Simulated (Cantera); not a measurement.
Cantera with NASA thermochemical tables; ideal gases at 1 bar, condensed phases pure. Values are per mole of reaction as written; species without (g) are pure solids or liquids, kept so even where they would boil at 1 bar.

4 Nb + 5 H₂O₂(g) ⇌ 2 Nb₂O₅ + 10 H(g), with ΔH° = -937.3 kJ and ΔS° = 104.5 J/K at 300 K.

How far is the shortcut ΔG° ≈ ΔH°(300 K) − T·ΔS°(300 K) from the full temperature-dependent value at 1600, 1650, 1700, 1750, 1800, 1850, 1900, 1950, 2000, 2050, 2100 K?


```json
[
 {"T (K)": "1600", "shortcut (kJ)": "-1104.4", "full (kJ)": "-1316.3", "difference (kJ)": "211.8", "difference in log10 K": "-6.92", "condensed phases": "Nb(s), Nb₂O₅(s)"},
 {"T (K)": "1650", "shortcut (kJ)": "-1109.6", "full (kJ)": "-1333.7", "difference (kJ)": "224.1", "difference in log10 K": "-7.09", "condensed phases": "Nb(s), Nb₂O₅(s)"},
 {"T (K)": "1700", "shortcut (kJ)": "-1114.9", "full (kJ)": "-1351.3", "difference (kJ)": "236.4", "difference in log10 K": "-7.26", "condensed phases": "Nb(s), Nb₂O₅(s)"},
 {"T (K)": "1750", "shortcut (kJ)": "-1120.1", "full (kJ)": "-1369.0", "difference (kJ)": "248.9", "difference in log10 K": "-7.43", "condensed phases": "Nb(s), Nb₂O₅(s)"},
 {"T (K)": "1800", "shortcut (kJ)": "-1125.3", "full (kJ)": "-1388.6", "difference (kJ)": "263.3", "difference in log10 K": "-7.64", "condensed phases": "Nb(s), Nb₂O₅(l)"},
 {"T (K)": "1850", "shortcut (kJ)": "-1130.5", "full (kJ)": "-1412.6", "difference (kJ)": "282.0", "difference in log10 K": "-7.96", "condensed phases": "Nb(s), Nb₂O₅(l)"},
 {"T (K)": "1900", "shortcut (kJ)": "-1135.8", "full (kJ)": "-1436.8", "difference (kJ)": "301.0", "difference in log10 K": "-8.28", "condensed phases": "Nb(s), Nb₂O₅(l)"},
 {"T (K)": "1950", "shortcut (kJ)": "-1141.0", "full (kJ)": "-1461.2", "difference (kJ)": "320.3", "difference in log10 K": "-8.58", "condensed phases": "Nb(s), Nb₂O₅(l)"},
 {"T (K)": "2000", "shortcut (kJ)": "-1146.2", "full (kJ)": "-1486.0", "difference (kJ)": "339.8", "difference in log10 K": "-8.87", "condensed phases": "Nb(s), Nb₂O₅(l)"},
 {"T (K)": "2050", "shortcut (kJ)": "-1151.4", "full (kJ)": "-1510.9", "difference (kJ)": "359.5", "difference in log10 K": "-9.16", "condensed phases": "Nb(s), Nb₂O₅(l)"},
 {"T (K)": "2100", "shortcut (kJ)": "-1156.7", "full (kJ)": "-1536.1", "difference (kJ)": "379.4", "difference in log10 K": "-9.44", "condensed phases": "Nb(s), Nb₂O₅(l)"}
]
```
The shortcut ignores heat capacities and the phase changes listed.
